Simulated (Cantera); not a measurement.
Input (Python, Cantera):

```python
import numpy as np
import cantera as ct

gas = ct.Solution("gri30.yaml")
gas.TPX = 1323, 13332, {'CH4': 1, 'CO2': 1.3}
reactor = ct.IdealGasConstPressureReactor(gas, energy="off", clone=False)
net = ct.ReactorNet([reactor])
net.rtol, net.atol = 1e-08, 1e-18
show = ['CH4', 'CO2', 'OH', 'H2O', 'H']
times = np.geomspace(0.0003, 20, 10)

steps = ct.SolutionArray(gas, extra=["t"])
rows = []
print(f"{'t/s':>10s}{'T/K':>9s}{'P/Pa':>11s}" + "".join(f"{s:>11s}" for s in show))
for t in times:
    while net.time < t:
        t_next = net.step()
        steps.append(gas.state, t=t_next)
    rows.append([np.interp(t, steps.t, y) for y in (steps.T, steps.P, *steps(*show).X.T)])
    print(f"{t:10.3e}{rows[-1][0]:9.1f}{rows[-1][1]:11.4g}" + "".join(f"{x:11.3e}" for x in rows[-1][2:]))
rate = np.gradient(steps.T, steps.t)
print("integrator steps:", len(steps.t))
if steps.T.max() > steps.T[0] + 200:
    print(f"time of steepest temperature rise: {steps.t[rate.argmax()]:.4e} s")
gas.TPX = 1323, 13332, {'CH4': 1, 'CO2': 1.3}
gas.equilibrate("TP")
print(f"equilibrium (TP): T = {gas.T:.1f} K  " + "  ".join(f"{s} {gas[s].X[0]:.3e}" for s in show))
```

It prints:

```
       t/s      T/K       P/Pa        CH4        CO2         OH        H2O          H
 3.000e-04   1323.0  1.333e+04  4.348e-01  5.652e-01  3.701e-12  1.750e-09  1.013e-09
 1.031e-03   1323.0  1.333e+04  4.348e-01  5.652e-01  3.707e-12  6.048e-09  1.015e-09
 3.541e-03   1323.0  1.333e+04  4.348e-01  5.652e-01  3.774e-12  2.094e-08  1.033e-09
 1.216e-02   1323.0  1.333e+04  4.348e-01  5.652e-01  4.273e-12  7.587e-08  1.169e-09
 4.179e-02   1323.0  1.333e+04  4.347e-01  5.652e-01  5.198e-12  3.025e-07  1.421e-09
 1.436e-01   1323.0  1.333e+04  4.345e-01  5.652e-01  7.773e-12  1.336e-06  2.114e-09
 4.932e-01   1323.0  1.333e+04  4.338e-01  5.651e-01  2.151e-11  9.029e-06  5.746e-09
 1.695e+00   1323.0  1.333e+04  4.301e-01  5.639e-01  9.542e-11  1.103e-04  2.399e-08
 5.822e+00   1323.0  1.333e+04  4.166e-01  5.575e-01  4.088e-10  1.425e-03  8.524e-08
 2.000e+01   1323.0  1.333e+04  3.772e-01  5.295e-01  1.643e-09  1.356e-02  2.128e-07
integrator steps: 1069
equilibrium (TP): T = 1323.0 K  CH4 7.819e-07  CO2 2.741e-02  OH 4.120e-09  H2O 4.236e-02  H 2.843e-06
```

Model: GRI-Mech 3.0 (53 species, 325 reactions), integrated in Cantera.
